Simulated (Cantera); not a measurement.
Charge: 1 mol TEOS, 29 mol O₂, 0.3 mol H₂, at 10.0 Torr.

Equilibrium computed with Cantera from the NASA thermochemical tables; the gas is ideal and each condensed phase is pure. Candidate condensed phases: C, C₆H₆, C₇H₈, C₈H₁₈, H₂O, Si, SiC, SiO₂; 123 gas species. The feed counts by its element totals alone. Rates play no part.

log p: log10 of the partial pressure in bar; n: condensed amount in mol.

| T (°C) | log p O₂ | log p H₂O | log p CO₂ | log p OH | n SiO₂(α-quartz) | n SiO₂(β-quartz) |
|---|---|---|---|---|---|---|
| 427 | -2.19 | -2.41 | -2.52 | ___ | 1.00 | 0 |
| 452 | -2.19 | -2.41 | -2.52 | ___ | 1.00 | 0 |
| 477 | -2.19 | -2.41 | -2.52 | ___ | 1.00 | 0 |
| 502 | -2.19 | -2.41 | -2.52 | ___ | 1.00 | 0 |
| 527 | -2.19 | -2.41 | -2.52 | ___ | 1.00 | 0 |
| 552 | -2.19 | -2.41 | -2.52 | ___ | 1.00 | 0 |
| 577 | -2.19 | -2.41 | -2.52 | ___ | 0 | 1.00 |
| 602 | -2.19 | -2.41 | -2.52 | ___ | 0 | 1.00 |
| 627 | -2.19 | -2.41 | -2.52 | ___ | 0 | 1.00 |
| 652 | -2.19 | -2.41 | -2.52 | ___ | 0 | 1.00 |

### Question
What belongs in the gaps?

### Answer

- 427, log p OH: -11.65
- 452, log p OH: -11.24
- 477, log p OH: -10.85
- 502, log p OH: -10.48
- 527, log p OH: -10.14
- 552, log p OH: -9.82
- 577, log p OH: -9.52
- 602, log p OH: -9.23
- 627, log p OH: -8.97
- 652, log p OH: -8.71
